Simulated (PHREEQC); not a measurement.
Solution (25 °C): 0.053 mol NH4F per kg of water. It is in equilibrium with CO2 at log p = -1 (atm). Otherwise closed; pH follows from the charge balance.

All values are PHREEQC results (ion-association model, phreeqc.dat), not measurements.

```
quantity            before     after
----------------  --------  --------
pH                    5.31      5.17
CO2 (mol/kgw)      0.00336   0.00338
HCO3- (mol/kgw)   0.000372  0.000256
(CO2)2 (mol/kgw)   2.10e-7   2.11e-7
```

Question: Which change was made?
(A) NH4F from 0.053 to 0.0265 mol/kgw
(B) NH4F replaced by NH4HSO4 at the same molality
(C) NH4F replaced by NaBF4 at the same molality
(D) diluted 5-fold with water
(E) diluted 10-fold with water

Answer: A, NH4F from 0.053 to 0.0265 mol/kgw

Precipitation was switched off in this run.
